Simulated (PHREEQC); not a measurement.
Synthetic water in mg/L, 25 °C, pH 5.97, pe 9.9: Na 1.53; K 1.09; Ca 6.55; Mg 1.14; Cl 3.64; S(6) as SO4 13.2; Alkalinity as HCO3 9.16; Cu(2) 0.00497; Ni 0.0435; F 0.00114; B 0.000963; Br 0.368; N(5) as NO3 0.109.

Valence states are taken as typed.

The numbers come from PHREEQC with the ion-association model, wateq4f.dat.

```tsv
quantity	before	after
ionic strength (mol/kgw)	0.000857	0.000859
CO2 (mol/kgw)	0.000351	0.00105
HCO3- (mol/kgw)	0.000151	0.000153
SO4-2 (mol/kgw)	0.000133	0.000133
CaSO4 (mol/kgw)	3.26e-6	3.26e-6
MgSO4 (mol/kgw)	1.10e-6	1.10e-6
SI of Tenorite (CuO)	-2.90	-3.83
SI of Gypsum (CaSO4:2H2O)	-3.21	-3.21
```

Question: Which change was made?
A) K from 1.09 to 3.27 mg/L
B) pH from 5.97 to 5.5 at the same alkalinity
C) temperature from 25 to 35 °C at the same typed pH
D) pH from 5.97 to 6.97 at the same alkalinity
E) all concentrations times 4 at the same typed pH

Answer: B, pH from 5.97 to 5.5 at the same alkalinity

This is a speciation only: nothing precipitates in the calculation. Real BF4- forms and hydrolyses slowly; the run takes it at equilibrium.
